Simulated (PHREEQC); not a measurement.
Copper plating or etch bath: speciation

Consider water at 20 °C with 6.4 mmol/kgw Cu(NO3)2 and 0.085 mmol/kgw NaHF2. Closed to the air; pH follows from the charge balance.

All values are PHREEQC results (ion-association model, phreeqc.dat), not measurements.

The pH is 4.18 and the ionic strength is 0.0193 mol/kgw. The specific conductance is 1290 µS/cm and the total alkalinity comes out as -0.0850 meq/kg.

| species | molality | activity | log γ |
|---|---|---|---|
| NO3- | 0.0128 | 0.0111 | -0.062 |
| Cu+2 | 0.00639 | 0.00384 | -0.221 |
| F- | 0.000148 | 0.000129 | -0.061 |
| Na+ | 8.50e-5 | 7.44e-5 | -0.058 |
| H+ | 7.43e-5 | 6.63e-5 | -0.050 |
| HF | 1.17e-5 | 1.17e-5 | 0.002 |
| CuF+ | 9.86e-6 | 8.61e-6 | -0.059 |
| CuOH+ | 6.65e-7 | 5.80e-7 | -0.059 |
| Cu2(OH)2+2 | 1.52e-7 | 8.87e-8 | -0.235 |
| Cu(OH)2 | 1.82e-8 | 1.83e-8 | 0.002 |
| HF2- | 6.38e-9 | 5.57e-9 | -0.059 |
| NaF | 5.50e-9 | 5.53e-9 | 0.002 |

Precipitation was switched off in this run. Complexes and solids missing from the database can't appear.
